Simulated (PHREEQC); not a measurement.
**Brine (model solution)**

Dissolve 1.6 mol HCl and 0.19 mol K2SO4 per kg of water at 25 °C. Closed to the air; pH follows from the charge balance.

The numbers come from PHREEQC with the Pitzer model, pitzer.dat.

Each row changes one thing in this solution. This is a speciation only: nothing precipitates in the calculation.

```json
[
 {"case": "as made", "pH": "-0.32", "ionic strength (mol/kgw)": "1.87", "SI of Sylvite (KCl)": "-1.44"},
 {"case": "diluted 2-fold with water", "pH": "0.15", "ionic strength (mol/kgw)": "0.936", "SI of Sylvite (KCl)": "-2.07"},
 {"case": "HCl from 1.6 to 1.44 mol/kgw", "pH": "-0.23", "ionic strength (mol/kgw)": "1.71", "SI of Sylvite (KCl)": "-1.50"},
 {"case": "temperature from 25 to 5 °C", "pH": "-0.36", "ionic strength (mol/kgw)": "1.90", "SI of Sylvite (KCl)": "-1.18"},
 {"case": "diluted 5-fold with water", "pH": "0.62", "ionic strength (mol/kgw)": "0.376", "SI of Sylvite (KCl)": "-2.83"},
 {"case": "K2SO4 replaced by KBr at the same molality", "pH": "-0.39", "ionic strength (mol/kgw)": "1.79", "SI of Sylvite (KCl)": "-1.71"}
]
```

In brines, pH and single-ion activities rest on the MacInnes convention. Away from 25 °C the constants follow the database's enthalpies or fits; those with neither stay at their 25 °C values.
